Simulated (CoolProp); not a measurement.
A Linde-Hampson liquefier for carbon monoxide: isothermal reversible compression at 230 K from 1 atm to 20 MPa, throttling to 1 atm, return gas leaving the recuperator 10 K below the feed. Each further row changes one setting.

Model: reference Helmholtz-energy equation of state, Lemmon 2006, in CoolProp. It is a short technical equation, of lower accuracy than the large ones.

```
case                        liquid yield per pass  compression work (kJ/kg of gas)
--------------------------  ---------------------  -------------------------------
as stated                                       …                              348
high pressure 40 MPa                            …                                …
warm-end temperature 260 K                  0.105                              401
warm-end gap 15 K                           0.144                              348
```

Q: Complete the blanks.

A: 
- as stated, liquid yield per pass: 0.156
- high pressure 40 MPa, liquid yield per pass: 0.186
- high pressure 40 MPa, compression work (kJ/kg of gas): 399
